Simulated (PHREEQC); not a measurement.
# Copper plating or etch bath: an equilibrium model

Dissolve 0.011 mol CuCl2, 0.0012 mol HBF4, 0.0034 mol NaCl and 0.0081 mol HF per kg of water at 25 °C. Closed to the air; pH follows from the charge balance.

Computed with PHREEQC (ion-association model, wateq4f.dat).

```json
{
  "pH": "2.56",
  "ionic_strength": "0.0385 mol/kgw",
  "total_alkalinity": "-12.9 meq/kg"
}
```

| species | molality | activity | log γ |
|---|---|---|---|
| Cl- | 0.0250 | 0.0208 | -0.081 |
| Cu+2 | 0.0105 | 0.00538 | -0.289 |
| HF | 0.00611 | 0.00616 | 0.004 |
| Na+ | 0.00340 | 0.00285 | -0.077 |
| H+ | 0.00318 | 0.00275 | -0.063 |
| F- | 0.00180 | 0.00150 | -0.082 |
| BF4- | 0.00108 | 0.000883 | -0.086 |
| CuCl+ | 0.000361 | 0.000301 | -0.080 |
| CuF+ | 0.000175 | 0.000146 | -0.078 |
| H2F2 | 9.80e-5 | 9.89e-5 | 0.004 |
| BF3OH- | 6.43e-5 | 5.27e-5 | -0.086 |
| H3BO3 | 4.42e-5 | 4.46e-5 | 0.004 |
| HF2- | 4.26e-5 | 3.53e-5 | -0.082 |

This is a speciation only: nothing precipitates in the calculation. Real BF4- forms and hydrolyses slowly; the run takes it at equilibrium.
